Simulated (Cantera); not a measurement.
# Dilute partial oxidation

An isothermal, constant-pressure homogeneous reactor starts with CH4 : O2 : N2 = 0.017 : 0.008 : 1 (molar parts), equivalence ratio 4.2, at 1500 K and 74000 Pa.

Detailed kinetics in Cantera: GRI-Mech 3.0 (53 species, 325 reactions).

| t (s) | x CH4 | x O2 | x CO | x OH | x C2H |
|---|---|---|---|---|---|
| 0.000600 | 0.0166 | 0.00780 | 2.52e-9 | 5.00e-9 | <1e-12 |
| 0.00246 | 0.0166 | 0.00780 | 2.60e-7 | 1.31e-8 | <1e-12 |
| 0.0101 | 0.0163 | 0.00772 | 2.52e-5 | 4.59e-8 | <1e-12 |
| 0.0416 | 0.0115 | 0.00562 | 0.00141 | 4.15e-7 | 1.12e-9 |
| 0.171 | 0.00387 | 0.000103 | 0.00565 | 6.28e-8 | 1.46e-9 |
| 0.702 | 0.00325 | 5.61e-7 | 0.00562 | 3.58e-8 | 9.61e-10 |
| 2.88 | 0.00213 | <1e-12 | 0.00554 | 3.42e-8 | 1.09e-9 |
| 11.9 | 0.00106 | <1e-12 | 0.00621 | 3.16e-8 | 1.16e-9 |
| 48.7 | 0.000706 | <1e-12 | 0.00833 | 2.19e-8 | 8.56e-10 |
| 200 | 0.000411 | <1e-12 | 0.0117 | 9.84e-9 | 4.41e-10 |
x: mole fraction; the columns are a selection and need not sum to one.

Equilibrium at this temperature and pressure: CH4 6.94e-6, O2 <1e-12, CO 0.0152, OH <1e-12, C2H <1e-12 (gas phase only).
